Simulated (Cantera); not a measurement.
A Cantera script and its output.

```python
import numpy as np
import cantera as ct

gas = ct.Solution("h2o2.yaml")
gas.TPX = 1025, 3400, {'H2': 0.0051, 'O2': 1, 'N2': 0.99}
reactor = ct.IdealGasConstPressureReactor(gas, energy="off", clone=False)
net = ct.ReactorNet([reactor])
net.rtol, net.atol = 1e-08, 1e-18
show = ['H2', 'O2', 'H', 'O', 'H2O']
times = np.geomspace(5e-05, 5, 14)

steps = ct.SolutionArray(gas, extra=["t"])
rows = []
print(f"{'t/s':>10s}{'T/K':>9s}{'P/Pa':>11s}" + "".join(f"{s:>11s}" for s in show))
for t in times:
    while net.time < t:
        t_next = net.step()
        steps.append(gas.state, t=t_next)
    rows.append([np.interp(t, steps.t, y) for y in (steps.T, steps.P, *steps(*show).X.T)])
    print(f"{t:10.3e}{rows[-1][0]:9.1f}{rows[-1][1]:11.4g}" + "".join(f"{x:11.3e}" for x in rows[-1][2:]))
rate = np.gradient(steps.T, steps.t)
print("integrator steps:", len(steps.t))
if steps.T.max() > steps.T[0] + 200:
    print(f"time of steepest temperature rise: {steps.t[rate.argmax()]:.4e} s")
gas.TPX = 1025, 3400, {'H2': 0.0051, 'O2': 1, 'N2': 0.99}
gas.equilibrate("TP")
print(f"equilibrium (TP): T = {gas.T:.1f} K  " + "  ".join(f"{s} {gas[s].X[0]:.3e}" for s in show))
```

Result:

```
       t/s      T/K       P/Pa         H2         O2          H          O        H2O
 5.000e-05   1025.0       3400  2.556e-03  5.012e-01  2.334e-12  7.513e-13  1.868e-14
 1.212e-04   1025.0       3400  2.556e-03  5.012e-01  4.100e-12  3.503e-12  2.185e-13
 2.939e-04   1025.0       3400  2.556e-03  5.012e-01  6.104e-12  1.377e-11  2.135e-12
 7.126e-04   1025.0       3400  2.556e-03  5.012e-01  9.954e-12  5.000e-11  1.751e-11
 1.728e-03   1025.0       3400  2.556e-03  5.012e-01  2.474e-11  2.171e-10  1.425e-10
 4.188e-03   1025.0       3400  2.556e-03  5.012e-01  1.604e-10  1.864e-09  1.835e-09
 1.015e-02   1025.0       3400  2.556e-03  5.012e-01  1.197e-08  1.460e-07  1.630e-07
 2.462e-02   1025.0       3400  1.136e-03  5.001e-01  1.243e-04  8.663e-04  1.206e-03
 5.969e-02   1025.0       3400  8.816e-06  5.000e-01  1.997e-05  7.142e-04  2.504e-03
 1.447e-01   1025.0       3400  1.457e-06  5.004e-01  3.591e-06  2.452e-04  2.537e-03
 3.509e-01   1025.0       3400  3.433e-07  5.005e-01  4.551e-07  6.197e-05  2.550e-03
 8.506e-01   1025.0       3400  6.765e-08  5.006e-01  4.544e-08  1.325e-05  2.555e-03
 2.062e+00   1025.0       3400  1.268e-08  5.006e-01  4.428e-09  2.782e-06  2.557e-03
 5.000e+00   1025.0       3400  2.559e-09  5.006e-01  4.967e-10  6.434e-07  2.559e-03
integrator steps: 1226
equilibrium (TP): T = 1025.0 K  H2 3.572e-12  O2 5.006e-01  H 4.495e-14  O 1.275e-09  H2O 2.559e-03
```

Model: the H2/O2 subset of GRI-Mech 3.0, which has no nitrogen chemistry, integrated in Cantera. Radical loss at walls, strong at low pressure, is not modelled.
